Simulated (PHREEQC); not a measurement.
**Hard or scaling water: speciation**

Consider water at 70 °C with 0.0011 mol MgCl2, 0.0057 mol Na2HPO4 and 0.0001 mol MgSO4 per kg of water. Closed to the air; pH follows from the charge balance.

Model: ion-association model, phreeqc.dat, run in PHREEQC.

Each row changes one thing in this solution. This is a speciation only: nothing precipitates in the calculation.

```json
[
 {"case": "as made", "pH": "8.01", "ionic strength (mol/kgw)": "0.0166", "HPO4-2 (mol/kgw)": "0.00435", "MgHPO4 (mol/kgw)": "0.000588", "H2PO4- (mol/kgw)": "0.000362", "MgPO4- (mol/kgw)": "0.000343"},
 {"case": "MgCl2 left out", "pH": "8.55", "ionic strength (mol/kgw)": "0.0169", "HPO4-2 (mol/kgw)": "0.00541", "MgHPO4 (mol/kgw)": "2.95e-5", "H2PO4- (mol/kgw)": "0.000130", "MgPO4- (mol/kgw)": "5.95e-5"},
 {"case": "temperature from 70 to 80 °C", "pH": "7.96", "ionic strength (mol/kgw)": "0.0164", "HPO4-2 (mol/kgw)": "0.00430", "MgHPO4 (mol/kgw)": "0.000596", "H2PO4- (mol/kgw)": "0.000384", "MgPO4- (mol/kgw)": "0.000356"},
 {"case": "temperature from 70 to 25 °C", "pH": "8.28", "ionic strength (mol/kgw)": "0.0173", "HPO4-2 (mol/kgw)": "0.00459", "MgHPO4 (mol/kgw)": "0.000517", "H2PO4- (mol/kgw)": "0.000265", "MgPO4- (mol/kgw)": "0.000264"},
 {"case": "0.0089 mol/kgw FeSO4 added", "pH": "7.58", "ionic strength (mol/kgw)": "0.0294", "HPO4-2 (mol/kgw)": "0.00126", "MgHPO4 (mol/kgw)": "0.000222", "H2PO4- (mol/kgw)": "0.000257", "MgPO4- (mol/kgw)": "4.92e-5"},
 {"case": "MgCl2 from 0.0011 to 0.00121 mol/kgw", "pH": "7.99", "ionic strength (mol/kgw)": "0.0166", "HPO4-2 (mol/kgw)": "0.00426", "MgHPO4 (mol/kgw)": "0.000649", "H2PO4- (mol/kgw)": "0.000375", "MgPO4- (mol/kgw)": "0.000358"},
 {"case": "MgSO4 from 0.0001 to 0.0005 mol/kgw", "pH": "7.94", "ionic strength (mol/kgw)": "0.0170", "HPO4-2 (mol/kgw)": "0.00406", "MgHPO4 (mol/kgw)": "0.000792", "H2PO4- (mol/kgw)": "0.000402", "MgPO4- (mol/kgw)": "0.000388"},
 {"case": "diluted 100-fold with water", "pH": "7.76", "ionic strength (mol/kgw)": "0.000195", "HPO4-2 (mol/kgw)": "4.63e-5", "MgHPO4 (mol/kgw)": "6.83e-7", "H2PO4- (mol/kgw)": "9.80e-6", "MgPO4- (mol/kgw)": "1.99e-7"},
 {"case": "MgCl2 from 0.0011 to 0.00011 mol/kgw", "pH": "8.44", "ionic strength (mol/kgw)": "0.0168", "HPO4-2 (mol/kgw)": "0.00528", "MgHPO4 (mol/kgw)": "7.17e-5", "H2PO4- (mol/kgw)": "0.000166", "MgPO4- (mol/kgw)": "0.000111"}
]
```

At this temperature some constants are extrapolated from 25 °C, and those without enthalpy data are left unchanged.
